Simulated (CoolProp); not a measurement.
Vapour-liquid equilibrium of n-hexane (1) + benzene (2) at 0.0136 MPa; x and y are mole fractions of (1).

Model: multi-fluid Helmholtz-energy mixture model, Thol 2019 and Thol 2012; pair parameters Bell 2016, in CoolProp.

Question: Give the bubble temperature and the first vapour's composition at x = 0.45, 0.65, 0.85. Is there an azeotrope?

Answer: x = 0.45: 291.1 K, y = 0.574; x = 0.65: 289.9 K, y = 0.707; x = 0.85: 289.4 K, y = 0.858. y crosses x between x = 0.85 and 0.95: the model has an azeotrope there.

The pair parameters rest on a limited set of measurements; away from them the model extrapolates.
